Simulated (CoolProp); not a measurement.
Vapour-liquid equilibrium of R125 (1) + R236EA (2) at 620 kPa; x and y are mole fractions of (1).

Values from CoolProp's multi-fluid Helmholtz-energy mixture model, Lemmon 2005 and Rui 2013; pair parameters Bell 2016.

Q: Give the bubble temperature and the first vapour's composition at x = 0.05, 0.8, 0.95. Is there an azeotrope?

A: x = 0.05: 327.9 K, y = 0.176; x = 0.8: 277.4 K, y = 0.958; x = 0.95: 272.3 K, y = 0.991. No azeotrope shows between x = 0.05 and 0.95.

Pair parameters are fitted to limited data, so mixtures are less certain than the pure fluids.
